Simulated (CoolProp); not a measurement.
Vapour-liquid equilibrium of isohexane (1) + n-heptane (2) at 371.9 K; x and y are mole fractions of (1).

Values from CoolProp's multi-fluid Helmholtz-energy mixture model, Lemmon 2006 and Span 2003; pair parameters Bell 2016.

```tsv
x	bubble pressure, mixture model (MPa)	bubble pressure, Raoult's law (MPa)	y, mixture model	y, Raoult's law
0.05	?	0.1123	?	0.133
0.2	?	0.1418	0.403	0.422
0.35	0.1688	0.1713	?	0.611
0.5	0.1977	0.2008	0.726	0.745
0.65	?	0.2303	0.830	0.844
0.8	0.2576	0.2598	?	0.921
0.95	?	0.2893	?	0.982
```

**Question.** What belongs in the gaps?

**Answer.** 
- 0.05, bubble pressure, mixture model (MPa): 0.1119
- 0.05, y, mixture model: 0.126
- 0.2, bubble pressure, mixture model (MPa): 0.1403
- 0.35, y, mixture model: 0.590
- 0.65, bubble pressure, mixture model (MPa): 0.2273
- 0.8, y, mixture model: 0.913
- 0.95, bubble pressure, mixture model (MPa): 0.2886
- 0.95, y, mixture model: 0.980

The largest gap from Raoult's law is -1.5 % in bubble pressure, at x = 0.5. No azeotrope shows between x = 0.05 and 0.95.

Pair parameters are fitted to limited data, so mixtures are less certain than the pure fluids.
